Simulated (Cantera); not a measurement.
Input: 1 mol Si2H6, 0.023 mol HCl, 380 mol H2, equilibrated at 95000 Pa.

Cantera equilibrium calculation (NASA polynomials, part measured and part estimated; ideal gas, pure solids and liquids). Candidate condensed phases: Si; 19 gas species. The feed counts by its element totals alone. Gases not in the tables: Si2H6 and higher silanes. Kinetics and transport are ignored.

Task: Which condensed phases are stable at each of these points (T (K)): 1173, 1223, 1273, 1323, 1373, 1423, 1473, 1523, 1573, 1623, 1673, 1723?

Result: 
| T (K) | condensed phases | Si condensed (%) |
|---|---|---|
| 1173 | Si(s) | 100.0 |
| 1223 | Si(s) | 100.0 |
| 1273 | Si(s) | 100.0 |
| 1323 | Si(s) | 100.0 |
| 1373 | Si(s) | 100.0 |
| 1423 | Si(s) | 100.0 |
| 1473 | Si(s) | 100.0 |
| 1523 | Si(s) | 99.9 |
| 1573 | Si(s) | 99.9 |
| 1623 | Si(s) | 99.8 |
| 1673 | Si(s) | 99.7 |
| 1723 | Si(l) | 99.6 |

From 1173 K to 1673 K the condensed part is Si(s). At 1723 K the condensed part is Si(l).
